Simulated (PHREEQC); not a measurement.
Polishing slurry liquid: speciation

A solution holds 0.081 mol K2CO3 and 3.6e-05 mol H4SiO4 per kg of water, at 25 °C. Closed to the air; pH follows from the charge balance.

Computed with PHREEQC (ion-association model, wateq4f.dat).

Each row changes one thing in this solution. Precipitation was switched off in this run.

```
case                                        pH  ionic strength (mol/kgw)  CO3-2 (mol/kgw)  HCO3- (mol/kgw)  H3SiO4- (mol/kgw)  H2SiO4-2 (mol/kgw)  SI of Quartz (SiO2)
---------------------------------------  -----  ------------------------  ---------------  ---------------  -----------------  ------------------  -------------------
as made                                  11.33                     0.240           0.0779          0.00310            3.41e-5             1.19e-6                -2.13
diluted 10-fold with water               10.96                    0.0232          0.00703          0.00107            3.36e-6             3.17e-8                    …
H4SiO4 from 3.6e-05 to 1.8e-05 mol/kgw   11.33                     0.240           0.0779          0.00309            1.70e-5             5.97e-7                    …
K2CO3 from 0.081 to 0.0081 mol/kgw       10.96                    0.0232          0.00701          0.00109            3.35e-5             3.12e-7                    …
H4SiO4 from 3.6e-05 to 3.96e-05 mol/kgw  11.33                     0.240           0.0779          0.00310            3.75e-5             1.31e-6                -2.09
diluted 2-fold with water                    …                     0.119           0.0382          0.00227            1.71e-5             4.06e-7                    …
```

Question: What belongs in the gaps?

Answer: 
- diluted 10-fold with water, SI of Quartz (SiO2): -2.69
- H4SiO4 from 3.6e-05 to 1.8e-05 mol/kgw, SI of Quartz (SiO2): -2.43
- K2CO3 from 0.081 to 0.0081 mol/kgw, SI of Quartz (SiO2): -1.68
- diluted 2-fold with water, pH: 11.23
- diluted 2-fold with water, SI of Quartz (SiO2): -2.30
